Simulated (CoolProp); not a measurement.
Model: reference Helmholtz-energy equation of state, de Reuck 1990, in CoolProp.

Q: Give the vapour pressure (MPa), vapour density (kg/m³), liquid cp (kJ/(kg K)) of saturated fluorine at 138.2 K.

A: 
```
T (K)  p (MPa)  vapour density (kg/m³)  liquid cp (kJ/(kg K))
-----  -------  ----------------------  ---------------------
138.2     4.01                     242                   3.76
```
